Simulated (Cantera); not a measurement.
Input (Python, Cantera):

```python
import numpy as np
import cantera as ct

gas = ct.Solution("gri30.yaml")
gas.TPX = 925, 13332, {'H2': 1.7, 'O2': 1, 'N2': 4.1}
reactor = ct.IdealGasConstPressureReactor(gas, energy="off", clone=False)
net = ct.ReactorNet([reactor])
net.rtol, net.atol = 1e-08, 1e-18
show = ['H2', 'O2', 'N2O', 'H', 'NO', 'H2O', 'OH']
times = np.geomspace(2e-05, 2, 14)

steps = ct.SolutionArray(gas, extra=["t"])
rows = []
print(f"{'t/s':>10s}{'T/K':>9s}{'P/Pa':>11s}" + "".join(f"{s:>11s}" for s in show))
for t in times:
    while net.time < t:
        t_next = net.step()
        steps.append(gas.state, t=t_next)
    rows.append([np.interp(t, steps.t, y) for y in (steps.T, steps.P, *steps(*show).X.T)])
    print(f"{t:10.3e}{rows[-1][0]:9.1f}{rows[-1][1]:11.4g}" + "".join(f"{x:11.3e}" for x in rows[-1][2:]))
rate = np.gradient(steps.T, steps.t)
print("integrator steps:", len(steps.t))
if steps.T.max() > steps.T[0] + 200:
    print(f"time of steepest temperature rise: {steps.t[rate.argmax()]:.4e} s")
gas.TPX = 925, 13332, {'H2': 1.7, 'O2': 1, 'N2': 4.1}
gas.equilibrate("TP")
print(f"equilibrium (TP): T = {gas.T:.1f} K  " + "  ".join(f"{s} {gas[s].X[0]:.3e}" for s in show))
```

Output:

```
       t/s      T/K       P/Pa         H2         O2        N2O          H         NO        H2O         OH
 2.000e-05    925.0  1.333e+04  2.500e-01  1.471e-01  3.510e-21  7.701e-12  5.728e-28  5.050e-13  1.393e-13
 4.849e-05    925.0  1.333e+04  2.500e-01  1.471e-01  3.249e-20  2.024e-11  8.368e-27  4.164e-12  4.654e-13
 1.176e-04    925.0  1.333e+04  2.500e-01  1.471e-01  3.052e-19  6.617e-11  1.337e-25  3.525e-11  1.721e-12
 2.850e-04    925.0  1.333e+04  2.500e-01  1.471e-01  3.720e-18  3.921e-10  5.205e-24  4.124e-10  1.065e-11
 6.910e-04    925.0  1.333e+04  2.500e-01  1.471e-01  1.692e-16  1.350e-08  6.205e-21  1.865e-08  3.697e-10
 1.675e-03    925.0  1.333e+04  2.499e-01  1.470e-01  7.677e-13  6.252e-05  1.310e-13  9.461e-05  2.030e-06
 4.062e-03    925.0  1.333e+04  1.630e-02  3.385e-02  3.936e-09  4.956e-03  7.447e-07  2.631e-01  5.806e-04
 9.848e-03    925.0  1.333e+04  3.394e-03  2.684e-02  5.641e-09  1.309e-04  7.682e-07  2.817e-01  7.962e-05
 2.388e-02    925.0  1.333e+04  1.508e-03  2.593e-02  6.356e-09  1.610e-05  7.621e-07  2.840e-01  2.351e-05
 5.789e-02    925.0  1.333e+04  7.794e-04  2.558e-02  6.784e-09  2.787e-06  7.356e-07  2.848e-01  7.968e-06
 1.403e-01    925.0  1.333e+04  4.746e-04  2.544e-02  7.016e-09  4.814e-07  6.425e-07  2.852e-01  2.251e-06
 3.403e-01    925.0  1.333e+04  3.170e-04  2.536e-02  7.156e-09  1.519e-07  5.157e-07  2.853e-01  1.044e-06
 8.249e-01    925.0  1.333e+04  1.812e-04  2.530e-02  7.292e-09  5.411e-08  4.009e-07  2.855e-01  6.317e-07
 2.000e+00    925.0  1.333e+04  8.374e-05  2.525e-02  7.404e-09  1.376e-08  2.688e-07  2.856e-01  3.377e-07
integrator steps: 1684
equilibrium (TP): T = 925.0 K  H2 3.876e-11  O2 2.521e-02  N2O 1.275e-10  H 4.469e-15  NO 4.180e-06  H2O 2.857e-01  OH 3.895e-08
```

Model: GRI-Mech 3.0 (53 species, 325 reactions), integrated in Cantera. Radical loss at walls, strong at low pressure, is not modelled. Below about 950 K walls govern HO2 and H2O2 in real vessels. The temperature is held fixed by assumption; the heat of reaction is taken as removed at once.
